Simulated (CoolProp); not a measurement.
A single-stage vapour-compression cycle with the fluid: evaporating at 324.15 K (dew point), condensing at 370.15 K (bubble point), superheat 0 K, subcooling 8 K, compressor efficiency 0.65, no pressure losses. The same conditions are run with several fluids, on thermodynamics alone (safety and materials aside).

Values from CoolProp's reference Helmholtz-energy equation of state of each fluid (cis-2-butene: Lemmon 2005; n-hexane: Thol 2019; dimethyl carbonate: Zhou 2011; n-butane: Bücker 2006; R236FA: Pan 2012; n-perfluorohexane: Gao 2022).

| fluid | cooling COP | pressure ratio | discharge temperature (K) | refrigerating effect (kJ/kg) | volumetric capacity (kJ/m³) |
|---|---|---|---|---|---|
| cis-2-butene | 3.83 | 2.91 | 379.4 | 268 | 2880 |
| n-hexane | 3.93 | 4.07 | 370.1 | 254 | 470 |
| dimethyl carbonate | 4.18 | 5.18 | 385.5 | 329 | 270 |
| n-butane | 3.64 | 2.83 | 371.1 | 228 | 2860 |
| R236FA | 3.29 | 3.03 | 370.3 | 76.9 | 3100 |
| n-perfluorohexane | 3.17 | 4.01 | 370.1 | 43.6 | 473 |

The compression ends wet for: n-hexane; n-perfluorohexane.
